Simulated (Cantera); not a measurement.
Mixture: CH4 : O2 : N2 = 1 : 2.67 : 12.3 (molar parts), at 7350 Torr, adiabatic and at constant pressure. Ignition delay is the time to a rise of 400 K.

Model: GRI-Mech 3.0 (53 species, 325 reactions), integrated in Cantera.

Q: What does this change do: N2 12.3 to 15 parts?

A: 
| quantity | before | after |
|---|---|---|
| delay at 1175 K | 6.94 ms | 8.32 ms |
| delay at 1325 K | 1.20 ms | 1.45 ms |
| delay at 1475 K | 0.259 ms | 0.313 ms |
| delay at 1625 K | 67.6 µs | 80.2 µs |
| delay at 1775 K | 21.5 µs | 25.0 µs |
| apparent activation energy between 1625 and 1775 K | 180 kJ/mol | 190 kJ/mol |
